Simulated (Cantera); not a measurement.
An adiabatic, constant-pressure homogeneous reactor starts with 7.83 % CH₄, 18.0 % O₂, 67.7 % N₂, 6.50 % H₂O, at 1050 K and 4.15 atm.

Model: GRI-Mech 3.0 (53 species, 325 reactions), integrated in Cantera.

Task: Predict: time of steepest temperature rise; temperature at 2.00 s; equilibrium temperature; x(O₂) at 2.00 s; x(H₂O) at 2.00 s; x(O) at 2.00 s; x(CO₂) at 2.00 s; x(HO₂) at 2.00 s.

Result: 
| Property | Result |
|---|---|
| time of steepest temperature rise | 92.8 ms |
| temperature at 2.00 s | 2475 K |
| equilibrium temperature | 2475 K |
| x(O₂) at 2.00 s | 0.0231 (gas-phase equilibrium 0.0231) |
| x(H₂O) at 2.00 s | 0.212 (gas-phase equilibrium 0.212) |
| x(O) at 2.00 s | 0.000955 (gas-phase equilibrium 0.000955) |
| x(CO₂) at 2.00 s | 0.0703 (gas-phase equilibrium 0.0703) |
| x(HO₂) at 2.00 s | 5.33e-6 (gas-phase equilibrium 5.33e-6) |
